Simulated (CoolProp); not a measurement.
Values from CoolProp's reference Helmholtz-energy equation of state, Lemmon 2003. It is a pseudo-pure fit of the blend.

Q: For R404A, give the phase and the conductivity (mW/(m K)) at 353.2 K and 0.0884 MPa; 261.4 K and 4.92 MPa; 288.7 K and 19.7 MPa.

A: 
- 353.2 K and 0.0884 MPa: gas; conductivity 17.5
- 261.4 K and 4.92 MPa: liquid; conductivity 83.0
- 288.7 K and 19.7 MPa: liquid; conductivity 82.4

Thermal conductivity comes from a separate model (Geller 2001).
